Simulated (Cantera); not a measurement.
A closed system holds: 1 mol Si3N4, 0.015 mol Si, 0.088 mol N2, held at 1252 °C and 1 atm.

Equilibrium computed with Cantera from the NASA thermochemical tables; the gas is ideal and each condensed phase is pure. Candidate condensed phases: Si, Si3N4; 7 gas species. Kinetics and transport are ignored.

Base state: N2 1.00 (mole fractions); condensed: Si3N4(s).

**Question.** What changes in the equilibrium state with this change: temperature from 1252 °C to 1975 °C?

**Answer.** 
```json
[
 {"species": "N2", "before": "1.00", "after": "0.999"},
 {"species": "Si", "before": "<1e-9", "after": "0.000574"},
 {"species": "Si2N", "before": "<1e-9", "after": "9.45e-5"},
 {"species": "SiN", "before": "<1e-9", "after": "8.89e-5"},
 {"species": "Si2", "before": "<1e-9", "after": "1.01e-5"},
 {"species": "Si3N4(s), mol", "before": "1.00", "after": "0"},
 {"species": "Si(l), mol", "before": "0", "after": "3.01"}
]
```
The tables' values for SiN are old estimates; treat these amounts as uncertain.
